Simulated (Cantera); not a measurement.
Input: 1 mol SiCl4, 0.033 mol C3H8, 3.6 mol H2, held at 2373.15 K and 165 Torr.

Method: chemical equilibrium by Gibbs-energy minimisation in Cantera with the NASA 1993 tables (ideal gas, pure condensed phases). The tables' values for SiCl, SiCl3 are old estimates; treat these amounts as uncertain. Gases not in the tables: Si2H6 and higher silanes. Rates play no part.

```tsv
species	before	after
HCl	0.367	0.297
H2	0.444	0.258
H	0.0199	0.172
Cl	0.0117	0.142
Si	0.00234	0.0721
SiCl2	0.146	0.0394
SiCl	0.00393	0.0113
SiHCl3	3.60e-5	6.05e-8
SiCl4	4.09e-5	9.58e-8
SiCl3	0.00290	7.28e-5
SiC2	0.000145	0.00496
SiC	3.22e-7	1.04e-5
C2H	2.33e-6	2.23e-5
SiC(s), mol	0.0844	0
```
Gas species are given as mole fractions.

**Question.** What was changed between the two runs?
(A) C3H8 from 0.033 to 0.18 mol
(B) C3H8 from 0.033 to 0.92 mol
(C) pressure from 165 Torr to 1.28 Torr
(D) H2 from 3.6 to 1800 mol

**Answer.** C, pressure from 165 Torr to 1.28 Torr
